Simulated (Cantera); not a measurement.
Feed: 1 mol SiH4, 0.094 mol O2, 14 mol N2, held at 1725 K and 0.00133 bar.

Method: chemical equilibrium by Gibbs-energy minimisation in Cantera with the NASA 1993 tables (ideal gas, pure condensed phases). Candidate condensed phases: H2O, Si, SiO2, Si2N2O, Si3N4; 35 gas species. The tables' values for SiN are old estimates; treat these amounts as uncertain. Kinetics and transport are ignored.

Base state: N2 0.863, H2 0.122, SiO 0.0116, H 0.00178, Si 0.000761, Si2N 2.53e-5, SiN 1.44e-5, SiH 1.39e-5 (mole fractions); condensed: Si(l).

### Question
What changes in the equilibrium state with this change: SiH4 replaced by HMDSO?

### Answer
```
species           before     after
----------------  ------  --------
N2                 0.863     0.577
H2                 0.122     0.369
CO                     0    0.0488
SiO               0.0116  0.000216
HCN                    0   0.00193
HNC                    0   6.15e-5
Si(l), mol         0.798         0
C(graphite), mol       0      2.77
SiC(s), mol            0      1.99
```
The feed counts by its element totals alone. Further candidate phases: C, C6H6, C7H8, C8H18, SiC.
